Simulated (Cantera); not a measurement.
What does this Cantera script print?

```python
import numpy as np
import cantera as ct

gas_names = """
    H HNO HNO2 HNO3 HO2 H2 H2O H2O2 N NH NH2 NH3 NH2OH NO NO2 NO3 N2 N2H2 N2H4 N2O O OH O2 O3 Si SiH
    SiH2 SiH3 SiH4 SiN SiO SiO2 Si2 Si2N Si3
""".split()
cond_names = """
    H2O(s) H2O(L) Si(cr) Si(L) SiO2(Lqz) SiO2(hqz) SiO2(L) Si2N2O(s) Si3N4(a)
""".split()


# ... load() reads the species with a 1 bar reference pressure and builds the phases ...
atoms = {
    'Si3N4': {'Si': 3, 'N': 4},
    'H2O': {'H': 2, 'O': 1},
    'H2': {'H': 2},
}
top_T = {'Si2N2O(s)': 2100, 'Si3N4(a)': 2400}  # K; cautious upper limits of use, not melting points


# ... equilibrate(T, P, feed) seeds the gas with the atoms and calls Mixture.equilibrate('TP', solver="gibbs", rtol=1e-10, max_steps=50000) ...
results = []
feed = {'Si3N4': 1, 'H2O': 0.21, 'H2': 87}  # mol
for P in [0.1, 0.5, 2.5, 13, 63, 320, 1600, 7900, 40000, 200000, 1000000]:
    for T in [1223, 1273, 1323, 1373, 1423, 1473, 1523, 1573, 1623, 1673, 1723, 1773, 1823]:
        mix = equilibrate(T, P, feed)
        results.append((T, P, feed, dict(zip(mix.species_names, mix.species_moles))))

for T, P, feed, n in results:
    print(f"{T:7g} {P:10.4g}  " + (" + ".join(c for c in cond_names if n.get(c, 0) > 1e-12) or "gas only"))
```

Result:

```
   1223        0.1  Si(cr) + Si2N2O(s)
   1273        0.1  Si(cr)
   1323        0.1  Si(cr)
   1373        0.1  Si(cr)
   1423        0.1  Si(cr)
   1473        0.1  Si(cr)
   1523        0.1  Si(cr)
   1573        0.1  gas only
   1623        0.1  gas only
   1673        0.1  gas only
   1723        0.1  gas only
   1773        0.1  gas only
   1823        0.1  gas only
   1223        0.5  Si(cr) + Si2N2O(s) + Si3N4(a)
   1273        0.5  Si(cr) + Si2N2O(s)
   1323        0.5  Si(cr)
   1373        0.5  Si(cr)
   1423        0.5  Si(cr)
   1473        0.5  Si(cr)
   1523        0.5  Si(cr)
   1573        0.5  Si(cr)
   1623        0.5  gas only
   1673        0.5  gas only
   1723        0.5  gas only
   1773        0.5  gas only
   1823        0.5  gas only
   1223        2.5  Si(cr) + Si2N2O(s) + Si3N4(a)
   1273        2.5  Si(cr) + Si2N2O(s) + Si3N4(a)
   1323        2.5  Si(cr) + Si2N2O(s)
   1373        2.5  Si(cr)
   1423        2.5  Si(cr)
   1473        2.5  Si(cr)
   1523        2.5  Si(cr)
   1573        2.5  Si(cr)
   1623        2.5  Si(cr)
   1673        2.5  Si(cr)
   1723        2.5  gas only
   1773        2.5  gas only
   1823        2.5  gas only
   1223         13  Si2N2O(s) + Si3N4(a)
   1273         13  Si(cr) + Si2N2O(s) + Si3N4(a)
   1323         13  Si(cr) + Si2N2O(s) + Si3N4(a)
   1373         13  Si(cr) + Si2N2O(s)
   1423         13  Si(cr)
   1473         13  Si(cr)
   1523         13  Si(cr)
   1573         13  Si(cr)
   1623         13  Si(cr)
   1673         13  Si(cr)
   1723         13  Si(L)
   1773         13  Si(L)
   1823         13  gas only
   1223         63  Si2N2O(s) + Si3N4(a)
   1273         63  Si2N2O(s) + Si3N4(a)
   1323         63  Si(cr) + Si2N2O(s) + Si3N4(a)
   1373         63  Si(cr) + Si2N2O(s) + Si3N4(a)
   1423         63  Si(cr) + Si2N2O(s) + Si3N4(a)
   1473         63  Si(cr) + Si2N2O(s)
   1523         63  Si(cr)
   1573         63  Si(cr)
   1623         63  Si(cr)
   1673         63  Si(cr)
   1723         63  Si(L)
   1773         63  Si(L)
   1823         63  Si(L)
   1223        320  Si2N2O(s) + Si3N4(a)
   1273        320  Si2N2O(s) + Si3N4(a)
   1323        320  Si2N2O(s) + Si3N4(a)
   1373        320  Si(cr) + Si2N2O(s) + Si3N4(a)
   1423        320  Si(cr) + Si2N2O(s) + Si3N4(a)
   1473        320  Si(cr) + Si2N2O(s) + Si3N4(a)
   1523        320  Si(cr) + Si2N2O(s)
   1573        320  Si(cr)
   1623        320  Si(cr)
   1673        320  Si(cr)
   1723        320  Si(L)
   1773        320  Si(L)
   1823        320  Si(L)
   1223       1600  Si2N2O(s) + Si3N4(a)
   1273       1600  Si2N2O(s) + Si3N4(a)
   1323       1600  Si2N2O(s) + Si3N4(a)
   1373       1600  Si2N2O(s) + Si3N4(a)
   1423       1600  Si2N2O(s) + Si3N4(a)
   1473       1600  Si(cr) + Si2N2O(s) + Si3N4(a)
   1523       1600  Si(cr) + Si2N2O(s) + Si3N4(a)
   1573       1600  Si(cr) + Si2N2O(s) + Si3N4(a)
   1623       1600  Si(cr) + Si2N2O(s)
   1673       1600  Si(cr)
   1723       1600  Si(L)
   1773       1600  Si(L)
   1823       1600  Si(L)
   1223       7900  Si2N2O(s) + Si3N4(a)
   1273       7900  Si2N2O(s) + Si3N4(a)
   1323       7900  Si2N2O(s) + Si3N4(a)
   1373       7900  Si2N2O(s) + Si3N4(a)
   1423       7900  Si2N2O(s) + Si3N4(a)
   1473       7900  Si2N2O(s) + Si3N4(a)
   1523       7900  Si(cr) + Si2N2O(s) + Si3N4(a)
   1573       7900  Si(cr) + Si2N2O(s) + Si3N4(a)
   1623       7900  Si(cr) + Si2N2O(s) + Si3N4(a)
   1673       7900  Si(cr) + Si2N2O(s) + Si3N4(a)
   1723       7900  Si(L) + Si2N2O(s)
   1773       7900  Si(L)
   1823       7900  Si(L)
   1223      4e+04  Si2N2O(s) + Si3N4(a)
   1273      4e+04  Si2N2O(s) + Si3N4(a)
   1323      4e+04  Si2N2O(s) + Si3N4(a)
   1373      4e+04  Si2N2O(s) + Si3N4(a)
   1423      4e+04  Si2N2O(s) + Si3N4(a)
   1473      4e+04  Si2N2O(s) + Si3N4(a)
   1523      4e+04  Si2N2O(s) + Si3N4(a)
   1573      4e+04  Si2N2O(s) + Si3N4(a)
   1623      4e+04  Si(cr) + Si2N2O(s) + Si3N4(a)
   1673      4e+04  Si(cr) + Si2N2O(s) + Si3N4(a)
   1723      4e+04  Si(L) + Si2N2O(s) + Si3N4(a)
   1773      4e+04  Si(L) + Si2N2O(s) + Si3N4(a)
   1823      4e+04  Si(L) + Si2N2O(s)
   1223      2e+05  Si2N2O(s) + Si3N4(a)
   1273      2e+05  Si2N2O(s) + Si3N4(a)
   1323      2e+05  Si2N2O(s) + Si3N4(a)
   1373      2e+05  Si2N2O(s) + Si3N4(a)
   1423      2e+05  Si2N2O(s) + Si3N4(a)
   1473      2e+05  Si2N2O(s) + Si3N4(a)
   1523      2e+05  Si2N2O(s) + Si3N4(a)
   1573      2e+05  Si2N2O(s) + Si3N4(a)
   1623      2e+05  Si2N2O(s) + Si3N4(a)
   1673      2e+05  Si2N2O(s) + Si3N4(a)
   1723      2e+05  Si(L) + Si2N2O(s) + Si3N4(a)
   1773      2e+05  Si(L) + Si2N2O(s) + Si3N4(a)
   1823      2e+05  Si(L) + Si2N2O(s) + Si3N4(a)
   1223      1e+06  Si2N2O(s) + Si3N4(a)
   1273      1e+06  Si2N2O(s) + Si3N4(a)
   1323      1e+06  Si2N2O(s) + Si3N4(a)
   1373      1e+06  Si2N2O(s) + Si3N4(a)
   1423      1e+06  Si2N2O(s) + Si3N4(a)
   1473      1e+06  Si2N2O(s) + Si3N4(a)
   1523      1e+06  Si2N2O(s) + Si3N4(a)
   1573      1e+06  Si2N2O(s) + Si3N4(a)
   1623      1e+06  Si2N2O(s) + Si3N4(a)
   1673      1e+06  Si2N2O(s) + Si3N4(a)
   1723      1e+06  Si2N2O(s) + Si3N4(a)
   1773      1e+06  Si2N2O(s) + Si3N4(a)
   1823      1e+06  Si(L) + Si2N2O(s) + Si3N4(a)
```

These are equilibrium values from Cantera (NASA tables, ideal gas, pure condensed phases), not measurements of a reactor. Mutual solubility and eutectic melting of coexisting phases are not modelled.
